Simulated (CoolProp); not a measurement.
Vapour-liquid equilibrium of propane (1) + neopentane (2) at 5.21 bar; x and y are mole fractions of (1).

Computed with CoolProp (multi-fluid Helmholtz-energy mixture model, Lemmon 2009 and Lemmon 2006; pair parameters Bell 2016).

```csv
x,"bubble temperature, mixture model (K)","bubble temperature, Raoult's law (K)","y, mixture model","y, Raoult's law"
0.05,334.8,331.4,0.113,0.196
0.15,328.5,320.3,0.308,0.463
0.25,322.3,311.4,0.473,0.631
0.35,316.0,304.1,0.616,0.742
0.45,309.3,298.0,…,0.820
0.55,…,292.8,0.832,0.876
0.65,295.5,288.3,0.904,0.917
0.75,…,284.4,0.951,0.948
0.85,283.1,280.9,0.980,0.973
0.95,278.2,277.7,…,0.992
```

Question: Complete the blanks.

Answer: 
- 0.45, y, mixture model: 0.736
- 0.55, bubble temperature, mixture model (K): 302.5
- 0.75, bubble temperature, mixture model (K): 289.0
- 0.95, y, mixture model: 0.996

The largest gap from Raoult's law is +11.9 K in bubble temperature, at x = 0.35. No azeotrope shows between x = 0.05 and 0.95.

Pair parameters are fitted to limited data, so mixtures are less certain than the pure fluids.
